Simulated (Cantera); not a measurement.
An isothermal, constant-pressure homogeneous reactor starts with NH3 : H2 = 1 : 0.11 (molar parts), at 2375 K and 2900 Pa. Integrator tolerance rtol = 1e-08.

Detailed kinetics in Cantera: the gas-phase N/H chemistry of the illustrative SiF4/NH3 mechanism in the Surface Chemkin manual (1991). Walls and surfaces, which speed up NH3 decomposition in real reactors, are not modelled.

Problem. What does this change do: temperature 2375 to 2025 K?

Solution. 
| quantity | before | after |
|---|---|---|
| x(NH3) at 2.00 s | 1.16e-7 (gas-phase equilibrium 9.75e-8) | 0.0479 (gas-phase equilibrium 1.77e-7) |
| x(H2) at 2.00 s | 0.702 (gas-phase equilibrium 0.701) | 0.727 (gas-phase equilibrium 0.754) |
| x(N) at 2.00 s | 2.86e-7 (gas-phase equilibrium 2.42e-7) | 1.43e-6 (gas-phase equilibrium 3.66e-9) |
| x(N2H2) at 2.00 s | <1e-12 (gas-phase equilibrium <1e-12) | 2.92e-7 (gas-phase equilibrium <1e-12) |
| x(N2H4) at 2.00 s | <1e-12 (gas-phase equilibrium <1e-12) | 4.89e-10 (gas-phase equilibrium <1e-12) |
